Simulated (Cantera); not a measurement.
Premixed flame

A freely propagating, adiabatic, planar premixed flame of CH4 : O2 : N2 = 1 : 2.9 : 13.3 (molar parts), equivalence ratio 0.69, unburnt at 625 K and 1.00 bar; mixture-averaged transport, grid criteria slope 0.08 and curve 0.16, no radiation.

Detailed kinetics in Cantera: GRI-Mech 3.0 (53 species, 325 reactions). Burning velocities carry a grid error of a few per cent, more on coarse grids.

| z (mm) | T (K) | u (m/s) | x CH4 | x O2 | x HCN | x NO | x CH2 | x C2H6 |
|---|---|---|---|---|---|---|---|---|
| -1.60 | 626 | 0.639 | 0.0581 | 0.168 | <1e-8 | <1e-8 | <1e-8 | 8.71e-8 |
| -1.07 | 630 | 0.644 | 0.0577 | 0.168 | <1e-8 | <1e-8 | <1e-8 | 1.33e-6 |
| -0.800 | 642 | 0.657 | 0.0569 | 0.167 | <1e-8 | <1e-8 | <1e-8 | 6.61e-6 |
| -0.534 | 699 | 0.717 | 0.0533 | 0.163 | <1e-8 | 5.41e-8 | <1e-8 | 4.74e-5 |
| -0.267 | 967 | 0.999 | 0.0375 | 0.140 | 5.57e-8 | 4.36e-7 | 4.80e-8 | 0.000353 |
| -0.133 | 1250 | 1.30 | 0.0208 | 0.113 | 1.31e-7 | 9.77e-7 | 1.84e-6 | 0.000414 |
| 0 | 1535 | 1.60 | 0.00486 | 0.0817 | 2.44e-7 | 1.88e-6 | 1.18e-5 | 4.44e-5 |
| 0.133 | 1658 | 1.72 | 0.000324 | 0.0649 | 1.70e-7 | 2.99e-6 | 2.22e-6 | 1.47e-7 |
| 0.267 | 1706 | 1.76 | 1.28e-5 | 0.0594 | 5.66e-8 | 3.89e-6 | 1.13e-7 | <1e-8 |
| 0.534 | 1766 | 1.82 | 2.38e-8 | 0.0558 | <1e-8 | 5.16e-6 | <1e-8 | <1e-8 |
| 1.07 | 1826 | 1.87 | <1e-8 | 0.0537 | <1e-8 | 6.68e-6 | <1e-8 | <1e-8 |
| 2.13 | 1868 | 1.91 | <1e-8 | 0.0528 | <1e-8 | 8.14e-6 | <1e-8 | <1e-8 |
| 4.27 | 1889 | 1.93 | <1e-8 | 0.0525 | <1e-8 | 9.26e-6 | <1e-8 | <1e-8 |
x: mole fraction of selected species; z is measured from the peak of heat release.

| Property | Result |
|---|---|
| laminar burning velocity | 63.8 cm/s |
| thermal thickness | 0.534 mm |
| peak x(HCN) | 2.52e-7 |
| peak x(CH2) | 1.18e-5 |
| peak x(C2H6) | 0.000459 |
| grid points | 129 |
